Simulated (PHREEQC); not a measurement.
Copper plating or etch bath: an equilibrium model

A solution holds 45 mmol/kgw Cu(NO3)2 and 0.16 mmol/kgw Na2SO4, at 78 °C. Closed to the air; pH follows from the charge balance.

The numbers come from PHREEQC with the ion-association model, phreeqc.dat.

No solid was allowed to form.

Task: Predict the pH.

Result: pH 3.79.

Task: In which forms is S present?

Result: CuSO4 54 %, SO4-2 45 %, HSO4- 1.1 % of the S.

Complexes and solids missing from the database can't appear. Constants without temperature data keep their 25 °C values here.
